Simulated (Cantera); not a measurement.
A perfectly stirred reactor is fed with H₂ : O₂ : N₂ = 1 : 0.685 : 8.22 (molar parts), at 870000 Pa; it is adiabatic with a 650 K inlet, and is followed from long to short residence time, starting on the burning branch (τ in s: 0.19, 0.081, 0.034, 0.014, 0.0061, 0.0026, 0.0011, 0.00047, 0.0002, 8.4e-05, 3.6e-05, 1.5e-05, 6.4e-06).

Computed with Cantera and the H2/O2 subset of GRI-Mech 3.0, which has no nitrogen chemistry. The hydrogen kinetics of GRI-Mech 3.0 are dated; newer H2 mechanisms differ, most at raised pressure.

Predict: blow-out, bracketed by the residence times tried; x(H₂) at τ = 0.190 s; x(O₂) at τ = 0.190 s; x(HO₂) at τ = 0.190 s; x(OH) at τ = 0.190 s; x(H₂O₂) at τ = 0.190 s; x(H₂) at τ = 1.10 ms; x(O₂) at τ = 1.10 ms; x(HO₂) at τ = 1.10 ms; x(OH) at τ = 1.10 ms; x(H₂O₂) at τ = 1.10 ms.


- blow-out, bracketed by the residence times tried = burning at 0.200 ms, out at 84.0 µs
- x(H₂) at τ = 0.190 s = 6.73e-5
- x(O₂) at τ = 0.190 s = 0.0197
- x(HO₂) at τ = 0.190 s = 2.80e-6
- x(OH) at τ = 0.190 s = 4.51e-5
- x(H₂O₂) at τ = 0.190 s = 9.08e-8
- x(H₂) at τ = 1.10 ms = 0.00265
- x(O₂) at τ = 1.10 ms = 0.0209
- x(HO₂) at τ = 1.10 ms = 5.48e-5
- x(OH) at τ = 1.10 ms = 0.000169
- x(H₂O₂) at τ = 1.10 ms = 2.10e-6
